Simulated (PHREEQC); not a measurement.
Consider water at 85 °C with 0.0061 mol ZnCl2 and 0.17 mol H3BO3 per kg of water. Closed to the air; pH follows from the charge balance.

Model: ion-association model, phreeqc.dat, run in PHREEQC.

```json
[
 {"quantity": "pH", "before": "4.70", "after": "4.91"},
 {"quantity": "ionic strength (mol/kgw)", "before": "0.0166", "after": "0.0166"}
]
```

**Question.** Name the change that produced these shifts.
A. H3BO3 left out
B. diluted 5-fold with water
C. ZnCl2 left out
D. ZnCl2 from 0.0061 to 0.00305 mol/kgw

**Answer.** A, H3BO3 left out

Precipitation was switched off in this run. At this temperature some constants are extrapolated from 25 °C, and those without enthalpy data are left unchanged.
